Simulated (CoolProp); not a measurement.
Values from CoolProp's reference Helmholtz-energy equation of state, Thol 2017.

### Question
Give the vapour pressure (MPa), enthalpy of vaporisation (kJ/kg), liquid cp (kJ/(kg K)), surface tension (mN/m) of saturated octamethyltrisiloxane (MDM) at 279.1, 327.3, 343.4 K.

### Answer
```json
[
 {"T (K)": "279.1", "p (MPa)": "0.000129", "enthalpy of vaporisation (kJ/kg)": "212", "liquid cp (kJ/(kg K))": "1.74", "surface tension (mN/m)": "18.4"},
 {"T (K)": "327.3", "p (MPa)": "0.00272", "enthalpy of vaporisation (kJ/kg)": "193", "liquid cp (kJ/(kg K))": "1.85", "surface tension (mN/m)": "14.0"},
 {"T (K)": "343.4", "p (MPa)": "0.00592", "enthalpy of vaporisation (kJ/kg)": "187", "liquid cp (kJ/(kg K))": "1.89", "surface tension (mN/m)": "12.6"}
]
```

Surface tension comes from a separate correlation (Mulero 2014), older than this fluid's equation and unchecked against measurements.
